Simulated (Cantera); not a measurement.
## Low-pressure radical oxidation in H2/O2

An isothermal, constant-pressure homogeneous reactor starts with H2 : O2 = 0.073 : 1 (molar parts), equivalence ratio 0.036, at 1098 K and 0.0263 atm.

Detailed kinetics in Cantera: the H2/O2 subset of GRI-Mech 3.0, which has no nitrogen chemistry. Radical loss at walls, strong at low pressure, is not modelled. The temperature is held fixed by assumption; the heat of reaction is taken as removed at once.

```csv
t (s),x H2,x O2,x H2O2,x O,x OH
8.00e-6,0.0680,0.932,<1e-12,1.11e-11,1.05e-11
2.87e-5,0.0680,0.932,<1e-12,1.21e-10,1.01e-10
0.000103,0.0680,0.932,<1e-12,1.27e-9,8.16e-10
0.000368,0.0680,0.932,4.23e-12,4.34e-8,2.41e-8
0.00132,0.0639,0.929,3.49e-8,0.00171,0.000913
0.00473,0.00107,0.906,2.69e-7,0.0199,0.00248
0.0169,0.000192,0.925,2.54e-7,0.00361,0.00101
0.0607,1.65e-5,0.929,1.42e-7,0.000323,0.000299
0.217,1.50e-6,0.929,4.93e-8,3.17e-5,9.45e-5
0.779,1.98e-7,0.930,1.43e-8,4.53e-6,3.58e-5
2.79,3.61e-8,0.930,3.99e-9,8.70e-7,1.57e-5
10.0,8.06e-9,0.930,1.12e-9,1.99e-7,7.49e-6
```
x: mole fraction; the columns are a selection and need not sum to one.

Equilibrium at this temperature and pressure: H2 5.65e-10, O2 0.930, H2O2 9.81e-11, O 1.41e-8, OH 1.99e-6 (gas phase only).
